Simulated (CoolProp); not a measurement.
The numbers come from the reference Helmholtz-energy equation of state, Lemmon 2006 in CoolProp. It is a short technical equation, of lower accuracy than the large ones.

Task: For CH3F (R41), give the phase and the density (kg/m³), cp (kJ/(kg K)), cv (kJ/(kg K)), isothermal compressibility (1/MPa) at 362.5 K and 11500 kPa.

Result: 
- 362.5 K and 11500 kPa: supercritical; density 287, cp 4.31, cv 1.33, isothermal compressibility 0.153
